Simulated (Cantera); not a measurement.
## Equilibrium for silicon epitaxy and polysilicon growth: SiHCl3 + HCl + H2

Input: 1 mol SiHCl3, 3.2 mol HCl, 3.3 mol H2, equilibrated at 1.00 bar.

These are equilibrium values from Cantera (NASA tables, ideal gas, pure condensed phases), not measurements of a reactor. Candidate condensed phases: Si; 19 gas species. The tables' values for SiCl3 are old estimates; treat these amounts as uncertain. Equilibrium is a limit: real reactors are often held back by kinetics, nucleation or transport.

| T (K) | log p H2 | log p HCl | log p SiCl4 | log p SiHCl3 |
|---|---|---|---|---|
| 848 | -0.24 | -0.53 | -0.88 | -3.38 |
| 923 | -0.24 | -0.53 | -0.88 | -3.04 |
| 998 | -0.24 | -0.53 | -0.88 | -2.75 |
| 1073 | -0.24 | -0.53 | -0.89 | -2.51 |
| 1148 | -0.25 | -0.52 | -0.89 | -2.31 |
| 1223 | -0.25 | -0.52 | -0.91 | -2.15 |
| 1298 | -0.25 | -0.51 | -0.93 | -2.02 |
| 1373 | -0.26 | -0.50 | -0.97 | -1.93 |
log p: log10 of the partial pressure in bar; nothing condenses.

From 848 K to 1373 K nothing is condensed. The main Si-bearing gas is SiCl4 throughout.
